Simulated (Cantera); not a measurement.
Feed: 1 mol HI, 0.48 mol O2, equilibrated at 2075 K and 1050 Torr.

Cantera equilibrium calculation (NASA polynomials, part measured and part estimated; ideal gas, pure solids and liquids). Kinetics and transport are ignored.

```csv
species,before,after
H2O,0.286,0.406
I2,0.00903,0.406
O2,0.135,0.187
I,0.559,0.000576
OH,0.00406,<1e-9
O,0.000361,<1e-9
H2,0.000329,<1e-9
HI,0.00599,6.93e-8
H,4.08e-5,<1e-9
```
Gas species are given as mole fractions.

Question: Which change was made?
A. pressure from 1050 Torr to 0.0825 Torr
B. O2 from 0.48 to 0.02 mol
C. temperature from 2075 K to 3350 K
D. temperature from 2075 K to 700 K

Answer: D, temperature from 2075 K to 700 K
